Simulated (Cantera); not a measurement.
A Cantera script and what it prints.

```python
import numpy as np
import cantera as ct

gas_names = """
    H HO2 H2 H2O H2O2 Hg O OH O2 O3
""".split()
cond_names = """
    H2O(s) H2O(L) Hg(cr) Hg(L) HgO(s)
""".split()


def load(file, names, dense=False):
    # The tables refer to 1 bar. Condensed volumes are neglected.
    table = {s.name: s for s in ct.Species.list_from_file(file)}
    out = []
    for n in names:
        d = dict(table[n].input_data)
        d["thermo"] = dict(d["thermo"], **{"reference-pressure": 1e5})
        if dense:
            d["equation-of-state"] = {"model": "constant-volume", "density": "1e6 g/cm^3"}
        out.append(ct.Species.from_dict(d))
    return out


gas = ct.Solution(thermo="ideal-gas", species=load("nasa_gas.yaml", gas_names))
cond = {s.name: ct.Solution(thermo="fixed-stoichiometry", species=[s], name=s.name)
        for s in load("nasa_condensed.yaml", cond_names, dense=True)}
atoms = {
    'HgO': {'Hg': 1, 'O': 1},
    'O2': {'O': 2},
    'H2': {'H': 2},
}
top_T = {}  # K; cautious upper limits of use, not melting points


def equilibrate(T, P, feed):
    n = {}
    for name, mol in feed.items():
        for a, k in atoms[name].items():
            n[a] = n.get(a, 0.0) + k * mol
    gas.TPX = T, P, n
    mass = sum(n.values()) * gas.mean_molecular_weight
    gas.equilibrate("TP")
    valid = [c for c in cond.values() if c.min_temp <= T <= top_T.get(c.name, c.max_temp)]
    mix = ct.Mixture([(gas, mass / gas.mean_molecular_weight)] + [(c, 0.0) for c in valid])
    mix.T, mix.P = T, P
    mix.equilibrate("TP", solver="vcs", rtol=1e-11, max_steps=5000)
    return mix


results = []
feed = {'HgO': 1, 'O2': 0.01, 'H2': 78}  # mol
T = 1125  # K
P = 13332.2  # Pa
mix = equilibrate(T, P, feed)
results.append((T, P, feed, dict(zip(mix.species_names, mix.species_moles))))
print(gas.report(threshold=1e-06))
for i in range(1, mix.n_phases):
    print(f"{mix.phase(i).name:16s} {mix.phase_moles(i):12.5e} mol")
```

It prints:

```
       temperature   1125 K
          pressure   13332 Pa
           density   0.0067506 kg/m^3
  mean mol. weight   4.7362 kg/kmol
   phase of matter   gas

                          1 kg             1 kmol
                     ---------------   ---------------
          enthalpy        4.6754e+06        2.2144e+07  J
   internal energy        2.7004e+06         1.279e+07  J
           entropy             39906          1.89e+05  J/K
    Gibbs function       -4.0219e+07       -1.9049e+08  J
 heat capacity c_p            6499.2             30782  J/K
 heat capacity c_v            4743.7             22467  J/K

                      mass frac. Y      mole frac. X     chem. pot. / RT
                     ---------------   ---------------   ---------------
                H2           0.41477           0.97443           -19.847
               H2O          0.049111          0.012911           -57.463
                Hg           0.53611          0.012658           -22.349
     [   +7 minor]        2.5596e-08        1.2013e-07

Hg(L)             0.00000e+00 mol
```

These are equilibrium values from Cantera (NASA tables, ideal gas, pure condensed phases), not measurements of a reactor.
